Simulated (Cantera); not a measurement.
Standard-state values (1 bar) from the NASA 1993 polynomials, evaluated with Cantera. Values are per mole of reaction as written; species without (g) are pure solids or liquids, kept so even where they would boil at 1 bar.

5 CO(g) + 2 Ta → Ta2O5 + 5 C

```tsv
T (K)	ΔH° (kJ)	ΔS° (J/K)	ΔG° (kJ)	log10 K
1075	(withheld)	(withheld)	(withheld)	(withheld)
1275	(withheld)	(withheld)	(withheld)	(withheld)
1475	(withheld)	(withheld)	(withheld)	(withheld)
1675	-1414.5	-822.7	-36.5	1.14
1875	(withheld)	(withheld)	(withheld)	(withheld)
```

Q: Fill in the missing entries.

A: 
- 1075, ΔH° (kJ): -1459.7
- 1075, ΔS° (J/K): -856.0
- 1075, ΔG° (kJ): -539.5
- 1075, log10 K: 26.22
- 1275, ΔH° (kJ): -1445.2
- 1275, ΔS° (J/K): -843.6
- 1275, ΔG° (kJ): -369.6
- 1275, log10 K: 15.14
- 1475, ΔH° (kJ): -1430.0
- 1475, ΔS° (J/K): -832.6
- 1475, ΔG° (kJ): -202.0
- 1475, log10 K: 7.15
- 1875, ΔH° (kJ): -1398.6
- 1875, ΔS° (J/K): -813.7
- 1875, ΔG° (kJ): 127.1
- 1875, log10 K: -3.54
